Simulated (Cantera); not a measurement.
Input: 1 mol Si, a varied amount of Cl₂, 10 mol H₂, at 1423.15 K and 9.70 bar.

These are equilibrium values from Cantera (NASA tables, ideal gas, pure condensed phases), not measurements of a reactor. Candidate condensed phases: Si; 19 gas species. The numbers say what is thermodynamically allowed, not how fast it happens.

Q: Which condensed phases are stable at each of these points (n(Cl₂) (mol)): 0.5, 0.59, 0.7, 0.83, 0.98, 1.2, 1.4, 1.6, 1.9, 2.3?

A: 
| n(Cl₂) (mol) | condensed phases | Si condensed (%) |
|---|---|---|
| 0.5 | Si(s) | 78.1 |
| 0.59 | Si(s) | 73.1 |
| 0.7 | Si(s) | 67.0 |
| 0.83 | Si(s) | 59.7 |
| 0.98 | Si(s) | 51.2 |
| 1.2 | Si(s) | 38.6 |
| 1.4 | Si(s) | 27.2 |
| 1.6 | Si(s) | 15.8 |
| 1.9 | gas only | 0.0 |
| 2.3 | gas only | 0.0 |

From 0.5 mol Cl₂ to 1.6 mol Cl₂ the condensed part is Si(s). From 1.9 mol Cl₂ to 2.3 mol Cl₂ nothing is condensed.
